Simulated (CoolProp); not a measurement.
n-heptane at 556.7 K and 2.32 MPa flows at 2 m/s in a round tube of 20 mm bore and 45 µm roughness, fully developed (64/Re and Nu = 3.66 if laminar; Colebrook and Gnielinski if turbulent). Each further row changes one setting.

Computed with CoolProp (reference Helmholtz-energy equation of state, Span 2003). It is a short technical equation, of lower accuracy than the large ones.

```csv
case,Reynolds number,Darcy friction factor,pressure drop (Pa/m),heat-transfer coefficient (W/(m² K)),mass flow (kg/h)
as stated,211000,0.0250,192,?,?
velocity 4 m/s,421000,0.0246,?,3200,?
diameter 40 mm,421000,?,?,?,?
```

**Question.** Some entries are withheld; supply them.

**Answer.** 
- as stated, heat-transfer coefficient (W/(m² K)): 1620
- as stated, mass flow (kg/h): 174
- velocity 4 m/s, pressure drop (Pa/m): 758
- velocity 4 m/s, mass flow (kg/h): 349
- diameter 40 mm, Darcy friction factor: 0.0209
- diameter 40 mm, pressure drop (Pa/m): 80.4
- diameter 40 mm, heat-transfer coefficient (W/(m² K)): 1360
- diameter 40 mm, mass flow (kg/h): 698

Viscosity comes from a separate model (Michailidou 2014). Thermal conductivity comes from a separate model (Assael 2013).
